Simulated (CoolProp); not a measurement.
n-octane at several states: fugacity coefficient from the reference equation and from simpler models built on Tc = 568.7 K, pc = 2.484 MPa, ω = 0.398; each cubic takes its own stable root.

Values from CoolProp's reference Helmholtz-energy equation of state, Beckmüller 2019.

```csv
T (K),p (MPa),phase,reference,van der Waals,Redlich-Kwong,Soave-Redlich-Kwong,Peng-Robinson
617.6,0.0162,gas,0.9982,0.9984,0.9983,0.9984,0.9981
346.9,0.244,liquid,0.07521,___,___,___,___
326.2,0.0171,liquid,___,___,___,0.4401,___
```

**Question.** Fill in the missing entries.

**Answer.** 
- 346.9, van der Waals: 0.8860
- 346.9, Redlich-Kwong: 0.2425
- 346.9, Soave-Redlich-Kwong: 0.07458
- 346.9, Peng-Robinson: 0.07661
- 326.2, reference: 0.4480
- 326.2, van der Waals: 0.9927
- 326.2, Redlich-Kwong: 0.9892
- 326.2, Peng-Robinson: 0.4613

At some of these states van der Waals, Redlich-Kwong gives the other phase, because its saturation line lies elsewhere.
